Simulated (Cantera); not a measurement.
Feed: 1 mol Al, 7 mol I₂, 14 mol N₂, equilibrated at 10.0 Pa.

These are equilibrium values from Cantera (NASA tables, ideal gas, pure condensed phases), not measurements of a reactor. Candidate condensed phases: Al, AlI₃, AlN, I₂; 10 gas species. Equilibrium is a limit: real reactors are often held back by kinetics, nucleation or transport.

Q: At 1473 K, list the 5 most abundant gas species with their mole fractions, and the condensed phases.

A: N₂ 0.500, I 0.464, AlI 0.0357, I₂ 1.79e-5, Al 1.28e-5. Condensed: gas only.
